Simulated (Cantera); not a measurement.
Input (Python, Cantera):

```python
import numpy as np
import cantera as ct

gas = ct.Solution("gri30.yaml")
gas.TPX = 700, 100000, {'CH4': 1, 'CO': 0.043, 'O2': 2.41, 'N2': 12.5}
inlet = ct.Reservoir(gas, clone=True)
gas.equilibrate("HP")  # start burning
reactor = ct.IdealGasConstPressureReactor(gas, energy="on", clone=False)
exhaust = ct.Reservoir(gas, clone=True)
tau = [0.42, 0.19, 0.09, 0.042, 0.019, 0.0089, 0.0041, 0.0019, 0.00089, 0.00041, 0.00019, 8.8e-05][0]
for a, b in ((inlet, reactor), (reactor, exhaust)):
    ct.MassFlowController(a, b, mdot=lambda t: reactor.mass / tau)
net = ct.ReactorNet([reactor])
show = ['CH4', 'CO', 'O2', 'CH2CO', 'O', 'N2O']

rows = []
print(f"{'tau/s':>10s}{'T/K':>9s}" + "".join(f"{s:>11s}" for s in show))
for tau in [0.42, 0.19, 0.09, 0.042, 0.019, 0.0089, 0.0041, 0.0019, 0.00089, 0.00041, 0.00019, 8.8e-05]:
    net.initial_time = 0.0
    net.advance(30 * tau)
    before = gas.X
    net.advance(40 * tau)
    drift = np.max(np.abs(gas.X - before) / (gas.X + 1e-9))
    rows.append([gas.T, *gas[show].X, drift])
    print(f"{tau:10.3e}{gas.T:9.1f}" + "".join(f"{x:11.3e}" for x in gas[show].X))
```

Result:

```
     tau/s      T/K        CH4         CO         O2      CH2CO          O        N2O
 4.200e-01   2053.3  1.424e-06  1.088e-03  2.422e-02  6.672e-11  1.930e-04  1.919e-07
 1.900e-01   2050.5  2.800e-06  1.321e-03  2.445e-02  1.776e-10  2.321e-04  2.087e-07
 9.000e-02   2045.0  5.011e-06  1.726e-03  2.470e-02  4.472e-10  3.014e-04  2.326e-07
 4.200e-02   2035.3  8.633e-06  2.420e-03  2.507e-02  1.094e-09  4.260e-04  2.576e-07
 1.900e-02   2019.3  1.474e-05  3.543e-03  2.566e-02  2.565e-09  6.417e-04  2.698e-07
 8.900e-03   1997.0  2.438e-05  5.066e-03  2.650e-02  5.388e-09  9.607e-04  2.619e-07
 4.100e-03   1966.0  4.121e-05  7.098e-03  2.768e-02  1.094e-08  1.429e-03  2.400e-07
 1.900e-03   1926.4  7.131e-05  9.571e-03  2.920e-02  2.196e-08  2.047e-03  2.140e-07
 8.900e-04   1878.7  1.281e-04  1.247e-02  3.113e-02  4.600e-08  2.766e-03  1.897e-07
 4.100e-04   1821.6  2.505e-04  1.616e-02  3.376e-02  1.120e-07  3.476e-03  1.679e-07
 1.900e-04   1754.9  5.540e-04  2.141e-02  3.780e-02  3.557e-07  3.806e-03  1.473e-07
 8.800e-05   1653.1  1.921e-03  3.180e-02  4.780e-02  2.849e-06  2.568e-03  1.090e-07
```

Detailed kinetics in Cantera: GRI-Mech 3.0 (53 species, 325 reactions).
